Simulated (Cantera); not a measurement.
Input: 1 mol C₂F₆, 0.034 mol HCl, held at 2800 °C and 0.0133 bar.

Method: chemical equilibrium by Gibbs-energy minimisation in Cantera with the NASA 1993 tables (ideal gas, pure condensed phases). Candidate condensed phases: C, C₆H₆, C₇H₈, C₈H₁₈; 118 gas species. The feed counts by its element totals alone. Equilibrium is a limit: real reactors are often held back by kinetics, nucleation or transport.

Base state: F 0.785, CF 0.105, C₃ 0.0500, CF₂ 0.0349, C 0.00749, Cl 0.00547, HF 0.00533, C₂ 0.00515 (mole fractions); condensed: C(graphite).

What changes in the equilibrium state with this change: HCl from 0.034 to 0.062 mol?


```csv
species,before,after
F,0.785,0.778
CF,0.105,0.104
C₃,0.0500,0.0500
Cl,0.00547,0.00992
HF,0.00533,0.00966
CF₂,0.0349,0.0343
H,0.000139,0.000254
CF₃,3.87e-5,3.76e-5
"C(graphite), mol",0.0454,0.0449
```

What changes in the equilibrium state with this change: C₂F₆ replaced by CH₂F₂?


| species | before | after |
|---|---|---|
| HF | 0.00533 | 0.666 |
| H | 0.000139 | 0.124 |
| F | 0.785 | 0.109 |
| CF₂ | 0.0349 | 0.000676 |
| CF | 0.105 | 0.0146 |
| Cl | 0.00547 | 0.0126 |
| C₃ | 0.0500 | 0.0500 |
| H₂ | 6.63e-9 | 0.00535 |
| C₂H₂ (acetylene) | <1e-9 | 0.000409 |
| C₄H₂ | <1e-9 | 1.31e-5 |
| C(graphite), mol | 0.0454 | 0.509 |
